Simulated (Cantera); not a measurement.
A perfectly stirred reactor is fed with N2O : H2 : N2 = 1 : 0.014 : 2.9 (molar parts), at 0.0898 atm; it is held at 1373 K, and followed from long to short residence time.

Detailed kinetics in Cantera: GRI-Mech 3.0 (53 species, 325 reactions). GRI-Mech 3.0 was tuned for natural gas; its chemistry of N2O as a main component is partial and can be far from experiment. The mechanism lacks the step 2 NO + O2 → 2 NO2, which can matter for NO2 below about 1400 K. The temperature is held fixed by assumption; the heat of reaction is taken as removed at once.

x: mole fraction; the columns are a selection and need not sum to one.

```tsv
τ (s)	x N2O	x H2	x O	x NO2	x NO	x H2O2
5.7	0.0362	6.05e-6	1.50e-5	3.28e-5	0.0296	5.68e-10
1.0	0.120	3.04e-5	1.69e-5	5.22e-5	0.0193	7.55e-10
0.18	0.210	0.000143	1.73e-5	6.17e-5	0.00619	1.48e-9
0.031	0.244	(withheld)	1.68e-5	(withheld)	(withheld)	(withheld)
0.0055	0.252	0.00177	1.47e-5	3.11e-6	0.000240	1.71e-8
0.00096	0.255	(withheld)	(withheld)	(withheld)	(withheld)	(withheld)
0.00017	0.255	0.00356	7.87e-6	2.71e-10	3.91e-6	1.69e-10
```

**Question.** Complete the blanks.

**Answer.** 
- 0.031, x H2: 0.000583
- 0.031, x NO2: 2.53e-5
- 0.031, x NO: 0.00122
- 0.031, x H2O2: 7.36e-9
- 0.00096, x H2: 0.00323
- 0.00096, x O: 1.15e-5
- 0.00096, x NO2: 1.47e-7
- 0.00096, x NO: 4.18e-5
- 0.00096, x H2O2: 7.91e-9
